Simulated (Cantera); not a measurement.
Charge: 1 mol Ti(OiPr)₄, 2.5 mol H₂, at 1250 K and 2900 Pa.

These are equilibrium values from Cantera (NASA tables, ideal gas, pure condensed phases), not measurements of a reactor. Candidate condensed phases: C, C₆H₆, C₇H₈, C₈H₁₈, H₂O, Ti, TiC, TiO, TiO₂, Ti₂O₃, Ti₃O₅, Ti₄O₇; 113 gas species. The feed counts by its element totals alone. Mutual solubility and eutectic melting of coexisting phases are not modelled. TiC: taken at fixed stoichiometry. Rates play no part.

Base state: H₂ 0.860, CO 0.139, CH₄ 0.000236, H₂O 5.24e-5 (mole fractions); condensed: C(graphite) + TiC(s) + Ti₃O₅(s).

Question: What changes in the equilibrium state with this change: temperature from 1250 K to 1850 K?

Answer: 
```csv
species,before,after
H₂,0.860,0.802
CO,0.139,0.195
H,2.63e-6,0.00283
C₂H₂ (acetylene),2.17e-7,0.000210
H₂O,5.24e-5,1.02e-6
CH₄,0.000236,1.22e-5
"C(graphite), mol",9.12,6.99
"TiC(s), mol",0.205,1.00
"Ti₃O₅(s), mol",0.265,0
```
